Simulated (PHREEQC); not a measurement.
A solution holds 0.71 mol/kgw HF, 0.013 mol/kgw NH4F and 0.0054 mol/kgw HCl, at 25 °C. Closed to the air; pH follows from the charge balance.

Computed with PHREEQC (ion-association model, wateq4f.dat).

Each row changes one thing in this solution. This is a speciation only: nothing precipitates in the calculation.

```
case                                  pH  ionic strength (mol/kgw)  HF (mol/kgw)  H2F2 (mol/kgw)  HF2- (mol/kgw)  F- (mol/kgw)
----------------------------------  ----  ------------------------  ------------  --------------  --------------  ------------
as made                             1.77                    0.0325         0.278           0.202          0.0140        0.0131
HCl from 0.0054 to 0.00486 mol/kgw  1.77                    0.0323         0.277           0.202          0.0142        0.0132
0.18 mol/kgw HBr added              0.85                     0.190         0.282           0.217         0.00222       0.00196
HF left out                         3.35                    0.0135       0.00466         5.67e-5        0.000142       0.00795
HCl from 0.0054 to 0.0108 mol/kgw   1.72                    0.0351         0.279           0.204          0.0126        0.0117
NH4F from 0.013 to 0.026 mol/kgw    1.88                    0.0412         0.277           0.202          0.0186        0.0173
temperature from 25 to 40 °C        1.75                    0.0335         0.337           0.171          0.0165        0.0116
NH4F from 0.013 to 0.0026 mol/kgw   1.67                    0.0267         0.277           0.202          0.0110        0.0103
temperature from 25 to 50 °C        1.75                    0.0338         0.381           0.148          0.0178        0.0107
```

Species that the database lacks are ignored. wateq4f.dat counts part of the HF as a dimer, H2F2, which phreeqc.dat doesn't know; its constant is uncertain. Away from 25 °C the constants follow the database's enthalpies or fits; those with neither stay at their 25 °C values.
